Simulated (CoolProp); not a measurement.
Vapour-liquid equilibrium of ethanol (1) + n-heptane (2) at 475.8 K; x and y are mole fractions of (1).

Model: multi-fluid Helmholtz-energy mixture model, Schroeder 2014 and Span 2003; pair parameters Bell 2016, in CoolProp.

```tsv
x	bubble pressure (MPa)	y at the bubble point	dew pressure at overall composition x (MPa)	liquid density (mol/L)
0.05	1.323	0.200	1.090	5.001
0.2	1.942	0.450	1.323	5.313
0.35	2.322	0.559	1.649	5.725
0.5	2.601	0.644	2.112	6.340
0.65	2.825	0.733	2.619	7.314
0.8	2.997	0.835	2.948	8.812
0.95	3.111	0.956	3.107	10.99
```

No azeotrope shows between x = 0.05 and 0.95.

The pair parameters rest on a limited set of measurements; away from them the model extrapolates.
